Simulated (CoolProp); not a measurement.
Carbonyl sulfide along the isotherm 420.3 K: density (kg/m³) from the reference equation and from simpler models built on Tc = 378.8 K, pc = 6.369 MPa, ω = 0.098; each cubic takes its own stable root.

Model: reference Helmholtz-energy equation of state, Lemmon 2006, in CoolProp. It is a short technical equation, of lower accuracy than the large ones.

```tsv
p (MPa)	phase	reference	ideal gas	van der Waals	Redlich-Kwong	Soave-Redlich-Kwong	Peng-Robinson
4.17	gas	87.20	71.69	86.73	87.59	87.05	89.26
8.33	supercritical	245.1	143.2	259.1	245.5	237.7	250.9
12.5	supercritical	528.1	214.9	465.0	484.0	464.8	501.1
16.7	supercritical	654.9	287.1	530.3	597.0	582.9	636.5
20.8	supercritical	717.0	357.6	568.2	661.8	650.4	714.1
25	supercritical	760.1	429.8	596.2	709.4	699.8	770.6
29.2	supercritical	792.9	502.0	618.0	746.7	738.2	814.5
33.3	supercritical	819.0	572.5	635.6	776.7	769.1	849.6
37.5	supercritical	841.6	644.7	650.9	803.0	796.0	880.0
41.7	supercritical	861.3	716.9	664.1	825.8	819.4	906.4
45.8	supercritical	878.3	787.3	675.6	845.6	839.7	929.2
50	supercritical	894.0	859.5	686.0	863.8	858.2	950.1
```
